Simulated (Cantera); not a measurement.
Feed: 1 mol SiCl₄, 0.77 mol O₃, 9 mol H₂, at 0.133 bar.

Method: chemical equilibrium by Gibbs-energy minimisation in Cantera with the NASA 1993 tables (ideal gas, pure condensed phases). Candidate condensed phases: H₂O, Si, SiO₂; 30 gas species. Rates play no part.

### Question
At 1023 K, list the 3 most abundant gas species with their mole fractions, and the condensed phases.

### Answer
H₂ 0.608, HCl 0.364, H₂O 0.0282. Condensed: SiO₂(β-quartz).
